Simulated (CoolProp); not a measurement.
Saturation properties of 1-butene.

Values from CoolProp's reference Helmholtz-energy equation of state, Lemmon 2005. It is a short technical equation, of lower accuracy than the large ones.

```tsv
T (°C)	p (MPa)	enthalpy of vaporisation (kJ/kg)	surface tension (mN/m)
-35.05	0.02822	418.2	19.8
-11.95	0.08087	397.5	16.7
11.05	0.1902	375.2	13.7
34.15	0.3888	350.0	___
57.15	0.7112	___	___
80.25	1.201	286.2	___
103.25	1.900	242.1	3.28
126.35	___	___	1.25
```

Question: Complete the blanks.

Answer: 
- 34.15, surface tension (mN/m): 10.9
- 57.15, enthalpy of vaporisation (kJ/kg): 321.1
- 57.15, surface tension (mN/m): 8.16
- 80.25, surface tension (mN/m): 5.61
- 126.35, p (MPa): 2.874
- 126.35, enthalpy of vaporisation (kJ/kg): 178.3

It boils at -6.3 °C under 1 atm.

Surface tension comes from a separate correlation (Mulero 2012).
